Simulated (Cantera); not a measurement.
Feed: 1 mol trisilylamine, 21 mol NH3, 99 mol H2, held at 7.10 Pa.

Equilibrium computed with Cantera from the NASA thermochemical tables; the gas is ideal and each condensed phase is pure. Candidate condensed phases: Si, Si3N4; 18 gas species. The feed counts by its element totals alone. Gases not in the tables: Si2H6 and higher silanes. Equilibrium is a limit: real reactors are often held back by kinetics, nucleation or transport.

Problem. Which condensed phases are stable at each of these points (T (K)): 798, 998, 1198, 1398, 1598, 1798, 1998?

Solution. 
```json
[
 {"T (K)": "798", "condensed phases": "Si3N4(s)", "Si condensed (%)": "100.0"},
 {"T (K)": "998", "condensed phases": "Si3N4(s)", "Si condensed (%)": "100.0"},
 {"T (K)": "1198", "condensed phases": "Si3N4(s)", "Si condensed (%)": "100.0"},
 {"T (K)": "1398", "condensed phases": "Si(s)", "Si condensed (%)": "99.9"},
 {"T (K)": "1598", "condensed phases": "Si(s)", "Si condensed (%)": "93.3"},
 {"T (K)": "1798", "condensed phases": "gas only", "Si condensed (%)": "0.0"},
 {"T (K)": "1998", "condensed phases": "gas only", "Si condensed (%)": "0.0"}
]
```

From 798 K to 1198 K the condensed part is Si3N4(s). From 1398 K to 1598 K the condensed part is Si(s). From 1798 K to 1998 K nothing is condensed.
